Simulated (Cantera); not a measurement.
A closed system holds: 1 mol SiH4, 6.6 mol CO2, 2.2 mol H2, held at 9700 Pa.

Cantera equilibrium calculation (NASA polynomials, part measured and part estimated; ideal gas, pure solids and liquids). Candidate condensed phases: C, C6H6, C7H8, C8H18, H2O, Si, SiC, SiO2; 123 gas species. The tables hold silica as quartz up to 1696 K and as liquid above; real silica turns to tridymite and cristobalite and melts near 1996 K. Gases not in the tables: Si(OH)4. Equilibrium is a limit: real reactors are often held back by kinetics, nucleation or transport.

### Question
Which condensed phases are stable at each of these points (T (K)): 1275, 1325, 1375, 1425, 1475, 1525, 1575, 1625, 1675, 1725, 1775, 1825, 1875?

### Answer
```json
[
 {"T (K)": "1275", "condensed phases": "SiO2(β-quartz)", "Si condensed (%)": "100.0"},
 {"T (K)": "1325", "condensed phases": "SiO2(β-quartz)", "Si condensed (%)": "100.0"},
 {"T (K)": "1375", "condensed phases": "SiO2(β-quartz)", "Si condensed (%)": "100.0"},
 {"T (K)": "1425", "condensed phases": "SiO2(β-quartz)", "Si condensed (%)": "100.0"},
 {"T (K)": "1475", "condensed phases": "SiO2(β-quartz)", "Si condensed (%)": "100.0"},
 {"T (K)": "1525", "condensed phases": "SiO2(β-quartz)", "Si condensed (%)": "100.0"},
 {"T (K)": "1575", "condensed phases": "SiO2(β-quartz)", "Si condensed (%)": "100.0"},
 {"T (K)": "1625", "condensed phases": "SiO2(β-quartz)", "Si condensed (%)": "100.0"},
 {"T (K)": "1675", "condensed phases": "SiO2(β-quartz)", "Si condensed (%)": "100.0"},
 {"T (K)": "1725", "condensed phases": "SiO2(condensed)", "Si condensed (%)": "100.0"},
 {"T (K)": "1775", "condensed phases": "SiO2(condensed)", "Si condensed (%)": "100.0"},
 {"T (K)": "1825", "condensed phases": "SiO2(condensed)", "Si condensed (%)": "100.0"},
 {"T (K)": "1875", "condensed phases": "SiO2(condensed)", "Si condensed (%)": "99.9"}
]
```

From 1275 K to 1675 K the condensed part is SiO2(β-quartz). From 1725 K to 1875 K the condensed part is SiO2(condensed).
